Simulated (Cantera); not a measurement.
Charge: 1 mol Si, 0.19 mol CO₂, 29 mol CO, equilibrated at 427 °C and 48.0 Torr.

Cantera equilibrium calculation (NASA polynomials, part measured and part estimated; ideal gas, pure solids and liquids). Candidate condensed phases: C, Si, SiC, SiO₂; 20 gas species. The numbers say what is thermodynamically allowed, not how fast it happens.

Base state: CO₂ 0.940, CO 0.0603 (mole fractions); condensed: C(graphite) + SiO₂(α-quartz).

Q: What changes in the equilibrium state with this change: Si replaced by Pb?

A: 
```csv
species,before,after
CO₂,0.940,0.940
CO,0.0603,0.0603
"C(graphite), mol",15.1,14.0
"SiO₂(α-quartz), mol",1.00,0
"Pb(l), mol",0,1.00
```
Further candidate phases: Pb, PbO, PbO₂, Pb₃O₄.

Q: What changes in the equilibrium state with this change: Si replaced by Cu?

A: 
```json
[
 {"species": "CO₂", "before": "0.940", "after": "0.940"},
 {"species": "CO", "before": "0.0603", "after": "0.0603"},
 {"species": "C(graphite), mol", "before": "15.1", "after": "14.0"},
 {"species": "SiO₂(α-quartz), mol", "before": "1.00", "after": "0"},
 {"species": "Cu(s), mol", "before": "0", "after": "1.00"}
]
```
Further candidate phases: Cu, CuO, Cu₂O.
